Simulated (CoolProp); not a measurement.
The fluid at 293.15 K and 0.923 MPa (liquid) is heated at constant pressure to 397.2 K. The same conditions are run with several fluids, on thermodynamics alone (safety and materials aside).

Values from CoolProp's reference Helmholtz-energy equation of state of each fluid (dimethyl ether: Wu 2011; isobutane: Bücker 2006; R113: Marx 1992; R141b: Lemmon 2006; m-xylene: Zhou 2012).

Task: Rank dimethyl ether, isobutane, R113, R141b, m-xylene by heat (kJ/kg), highest first.

Result: dimethyl ether (576), isobutane (523), R141b (301), m-xylene (195), R113 (101)

```csv
fluid,final phase,final density (kg/m³)
dimethyl ether,gas,13.8
isobutane,gas,18.1
R113,liquid,1300
R141b,gas,38.7
m-xylene,liquid,771
```
